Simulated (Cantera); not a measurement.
Charge: 1 mol Si₃N₄, 0.063 mol H₂O, 940 mol N₂, at 133 Pa.

Equilibrium computed with Cantera from the NASA thermochemical tables; the gas is ideal and each condensed phase is pure. Candidate condensed phases: H₂O, Si, SiO₂, Si₂N₂O, Si₃N₄; 35 gas species. Mutual solubility and eutectic melting of coexisting phases are not modelled. The tables' values for SiN are old estimates; treat these amounts as uncertain. Equilibrium is a limit: real reactors are often held back by kinetics, nucleation or transport.

x: gas mole fraction; n: condensed amount in mol.

```json
[
 {"T (°C)": "977", "x N₂": "1.000", "x Si": "…", "x H": "1.08e-7", "x SiO": "1.95e-8", "x H₂": "6.70e-5", "x Si₂N": "<1e-12", "n Si₂N₂O(s)": "0.0630", "n Si₃N₄(s)": "0.958", "n Si(l)": "0"},
 {"T (°C)": "1052", "x N₂": "1.000", "x Si": "…", "x H": "3.66e-7", "x SiO": "4.63e-7", "x H₂": "6.68e-5", "x Si₂N": "<1e-12", "n Si₂N₂O(s)": "0.0626", "n Si₃N₄(s)": "0.958", "n Si(l)": "0"},
 {"T (°C)": "1127", "x N₂": "1.000", "x Si": "…", "x H": "1.09e-6", "x SiO": "7.78e-6", "x H₂": "6.65e-5", "x Si₂N": "4.22e-11", "n Si₂N₂O(s)": "0.0557", "n Si₃N₄(s)": "0.960", "n Si(l)": "0"},
 {"T (°C)": "1202", "x N₂": "1.000", "x Si": "…", "x H": "2.88e-6", "x SiO": "6.70e-5", "x H₂": "6.56e-5", "x Si₂N": "1.97e-9", "n Si₂N₂O(s)": "0", "n Si₃N₄(s)": "0.979", "n Si(l)": "0"},
 {"T (°C)": "1277", "x N₂": "1.000", "x Si": "…", "x H": "6.88e-6", "x SiO": "6.70e-5", "x H₂": "6.36e-5", "x Si₂N": "6.29e-8", "n Si₂N₂O(s)": "0", "n Si₃N₄(s)": "0.977", "n Si(l)": "0"},
 {"T (°C)": "1352", "x N₂": "1.000", "x Si": "…", "x H": "1.49e-5", "x SiO": "6.70e-5", "x H₂": "5.95e-5", "x Si₂N": "1.45e-6", "n Si₂N₂O(s)": "0", "n Si₃N₄(s)": "0.959", "n Si(l)": "0"},
 {"T (°C)": "1427", "x N₂": "0.999", "x Si": "…", "x H": "2.91e-5", "x SiO": "6.68e-5", "x H₂": "5.22e-5", "x Si₂N": "2.03e-5", "n Si₂N₂O(s)": "0", "n Si₃N₄(s)": "0", "n Si(l)": "2.40"},
 {"T (°C)": "1502", "x N₂": "0.998", "x Si": "…", "x H": "5.08e-5", "x SiO": "6.68e-5", "x H₂": "4.11e-5", "x Si₂N": "4.74e-5", "n Si₂N₂O(s)": "0", "n Si₃N₄(s)": "0", "n Si(l)": "1.24"},
 {"T (°C)": "1577", "x N₂": "0.997", "x Si": "0.00296", "x H": "7.75e-5", "x SiO": "6.67e-5", "x H₂": "2.76e-5", "x Si₂N": "3.85e-5", "n Si₂N₂O(s)": "0", "n Si₃N₄(s)": "0", "n Si(l)": "0"},
 {"T (°C)": "1652", "x N₂": "0.997", "x Si": "0.00304", "x H": "0.000102", "x SiO": "6.67e-5", "x H₂": "1.53e-5", "x Si₂N": "1.14e-5", "n Si₂N₂O(s)": "0", "n Si₃N₄(s)": "0", "n Si(l)": "0"},
 {"T (°C)": "1727", "x N₂": "0.997", "x Si": "0.00307", "x H": "0.000119", "x SiO": "6.67e-5", "x H₂": "7.12e-6", "x Si₂N": "3.58e-6", "n Si₂N₂O(s)": "0", "n Si₃N₄(s)": "0", "n Si(l)": "0"},
 {"T (°C)": "1802", "x N₂": "0.997", "x Si": "0.00308", "x H": "0.000127", "x SiO": "6.67e-5", "x H₂": "3.04e-6", "x Si₂N": "1.21e-6", "n Si₂N₂O(s)": "0", "n Si₃N₄(s)": "0", "n Si(l)": "0"}
]
```

### Question
Some entries are withheld; supply them.

### Answer

- 977, x Si: 1.29e-11
- 1052, x Si: 5.64e-10
- 1127, x Si: 1.63e-8
- 1202, x Si: 3.34e-7
- 1277, x Si: 5.08e-6
- 1352, x Si: 5.99e-5
- 1427, x Si: 0.000509
- 1502, x Si: 0.00165
